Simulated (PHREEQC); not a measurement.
Make-up at 25 °C: 0.012 mol/kgw HCl, 0.0017 mol/kgw LiCl and 0.026 mol/kgw Fe2(SO4)3. Closed to the air; pH follows from the charge balance.

Equilibrium calculation in PHREEQC: ion-association model, wateq4f.dat.

Precipitation was switched off in this run.

Q: Order these Fe species by the share of Fe that they hold, largest first: Fe+3, FeOH+2, Fe(SO4)2-, FeHSO4+2, FeSO4+.

A: FeSO4+ (77 %), Fe(SO4)2- (12 %), Fe+3 (4.2 %), FeHSO4+2 (2.5 %), FeOH+2 (2.2 %)

The pH is 2.23 and the ionic strength 0.0917 mol/kgw. The solution is supersaturated, for example in Hematite (slow to form), Goethite (slow to form), so a real one may precipitate; this is no full list.
